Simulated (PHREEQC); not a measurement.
NaOH is added in steps, without added water, to 1 kg of water holding 45 mmol/kgw NiSO4, 0.14 mmol/kgw Na2SO4 and 37 mmol/kgw NiCl2, at 20 °C. Oxygen is held at 0.21 atm. No CO2 enters from the air. The run lets Ni(OH)2, Ni4(OH)6SO4, Halite, Mirabilite, Morenosite precipitate or redissolve, and no other solid.

Base run: PHREEQC, ion-association model, wateq4f.dat. Each further column changes one thing. The table gives Ni+2 (mol/kgw).

| NaOH added (mol) | base | Davies equation for every ion | all activity coefficients set to 1 | metal-ligand complexes left out | Debye-Hückel limiting law |
|---|---|---|---|---|---|
| 0 | 0.0567 | 0.0560 | 0.0356 | 0.0820 | 0.0761 |
| 0.0135 | 0.0514 | 0.0508 | 0.0308 | 0.0752 | 0.0696 |
| 0.0315 | 0.0446 | 0.0440 | 0.0248 | 0.0662 | 0.0610 |
| 0.045 | 0.0396 | 0.0390 | 0.0207 | 0.0595 | [?] |
| 0.0585 | 0.0346 | 0.0342 | 0.0169 | 0.0527 | [?] |
| 0.0765 | 0.0283 | 0.0278 | 0.0124 | 0.0437 | 0.0397 |
| 0.09 | 0.0236 | 0.0232 | 0.00959 | 0.0370 | 0.0334 |
| 0.1035 | 0.0190 | 0.0187 | 0.00714 | 0.0302 | 0.0272 |
| 0.1215 | 0.0131 | 0.0129 | 0.00444 | 0.0212 | 0.0189 |
| 0.135 | 0.00884 | 0.00869 | 0.00278 | 0.0145 | 0.0129 |
| 0.1485 | 0.00466 | 0.00458 | 0.00137 | 0.00775 | 0.00683 |
| 0.1665 | 1.22e-12 | 1.09e-12 | 1.94e-13 | 1.26e-12 | [?] |
| 0.18 | 3.05e-14 | 2.72e-14 | 0 | 3.16e-14 | 1.23e-13 |

Question: Some entries are withheld; supply them.

Answer: 
- 0.045, Debye-Hückel limiting law: 0.0545
- 0.0585, Debye-Hückel limiting law: 0.0481
- 0.1665, Debye-Hückel limiting law: 4.55e-12

The database's Ni(OH)2 is the aged solid; a fresh precipitate is more soluble.
